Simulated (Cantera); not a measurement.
What does this Cantera script print?

```python
import numpy as np
import cantera as ct

gas = ct.Solution("gri30.yaml")


def delay(T, t_max=10):
    gas.TPX = T, 1400000, {'CH4': 1, 'O2': 0.909, 'N2': 3.42, 'H2O': 0.24}
    reactor = ct.IdealGasConstPressureReactor(gas, clone=False)
    net = ct.ReactorNet([reactor])
    net.rtol, net.atol = 1e-8, 1e-16
    while net.time < t_max:
        t_old, T_old = net.time, reactor.T
        net.step()
        if reactor.T > T + 400:  # ignition: a rise of 400 K
            return t_old + (T + 400 - T_old) / (reactor.T - T_old) * (net.time - t_old)
    return np.nan


taus = []
for T in [1175, 1225, 1275, 1325, 1375, 1425, 1475, 1525]:
    taus.append(delay(T))
    print(f"T0 = {T:6g} K   tau = {taus[-1]:.4e} s")
```

Result:

```
T0 =   1175 K   tau = 6.7197e-03 s
T0 =   1225 K   tau = 3.7419e-03 s
T0 =   1275 K   tau = 2.1477e-03 s
T0 =   1325 K   tau = 1.2626e-03 s
T0 =   1375 K   tau = 7.5660e-04 s
T0 =   1425 K   tau = 4.6024e-04 s
T0 =   1475 K   tau = 2.8333e-04 s
T0 =   1525 K   tau = 1.7624e-04 s
```

Computed with Cantera and GRI-Mech 3.0 (53 species, 325 reactions). The pressure lies above the range GRI-Mech 3.0 was tuned for (to about 10 atm).
